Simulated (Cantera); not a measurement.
Input: 1 mol Si, 0.67 mol F2, 94 mol H2, equilibrated at 900 K and 1.00 bar.

Method: chemical equilibrium by Gibbs-energy minimisation in Cantera with the NASA 1993 tables (ideal gas, pure condensed phases). Candidate condensed phases: Si; 25 gas species. Equilibrium is a limit: real reactors are often held back by kinetics, nucleation or transport.

Q: What is the equilibrium state?

A: 
- x(H2) = 0.996
- x(SiF4) = 0.00263
- x(SiHF3) = 0.00107
- x(SiH2F2) = 0.000242
- x(SiH3F) = 1.19e-5
- x(SiF3) = 1.39e-6
- n(Si(s)) = 0.628 mol
- gas amount = 94.30 mol
